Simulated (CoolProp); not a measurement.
Properties of dodecamethylcyclohexasiloxane (D6) at several states.

The numbers come from the reference Helmholtz-energy equation of state, Colonna 2008 in CoolProp. It is a short technical equation, of lower accuracy than the large ones.

```
T (°C)  p (MPa)   phase  density (kg/m³)  cv (kJ/(kg K))  isothermal compressibility (1/MPa)  expansivity (1/kK)  fugacity coefficient
------  -------  ------  ---------------  --------------  ----------------------------------  ------------------  --------------------
188.25   0.0165     gas            1.955      (withheld)                               61.94               2.315                0.9792
341.05   0.0332     gas            2.943           1.930                               30.65               1.723                0.9829
68.95    0.0108  liquid            919.8      (withheld)                            0.003383               1.205               0.01021
101.45    0.082  liquid            883.8           1.558                          (withheld)               1.274              0.009274
41.05      1.94  liquid            955.7           1.450                            0.002720               1.125              1.002e-5
```

Question: Some entries are withheld; supply them.

Answer: 
- 188.25, cv (kJ/(kg K)): 1.647
- 68.95, cv (kJ/(kg K)): 1.497
- 101.45, isothermal compressibility (1/MPa): 0.004192
